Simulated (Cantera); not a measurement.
Feed: 1 mol C3H6, 2.7 mol NH3, 1.1 mol N2, at 4500 Pa.

These are equilibrium values from Cantera (NASA tables, ideal gas, pure condensed phases), not measurements of a reactor. Candidate condensed phases: C, C6H6, C7H8, C8H18; 92 gas species. Rates play no part.

x: gas mole fraction; n: condensed amount in mol.

```tsv
T (°C)	x H2	x N2	x H	x HCN	x C2H2 (acetylene)	x HNC	x CH4	n C(graphite)
1500	0.740	0.257	0.00115	0.00234	0.000104	8.35e-5	…	2.97
1550	0.739	0.256	0.00176	0.00298	0.000156	0.000119	…	2.97
1600	0.738	0.256	0.00261	0.00375	0.000230	0.000167	…	2.96
1650	0.736	0.255	0.00381	0.00466	0.000332	0.000229	…	2.95
1700	0.734	0.254	0.00545	0.00572	0.000470	0.000309	…	2.93
1750	0.731	0.253	0.00765	0.00694	0.000653	0.000411	…	2.92
1800	0.728	0.252	0.0106	0.00833	0.000892	0.000538	…	2.90
1850	0.723	0.251	0.0144	0.00990	0.00120	0.000694	…	2.88
1900	0.717	0.249	0.0193	0.0117	0.00158	0.000884	…	2.85
1950	0.710	0.247	0.0255	0.0136	0.00206	0.00111	…	2.82
```

Some entries are withheld; supply them.


- 1500, x CH4: 2.08e-5
- 1550, x CH4: 1.75e-5
- 1600, x CH4: 1.49e-5
- 1650, x CH4: 1.28e-5
- 1700, x CH4: 1.11e-5
- 1750, x CH4: 9.61e-6
- 1800, x CH4: 8.39e-6
- 1850, x CH4: 7.35e-6
- 1900, x CH4: 6.46e-6
- 1950, x CH4: 5.69e-6
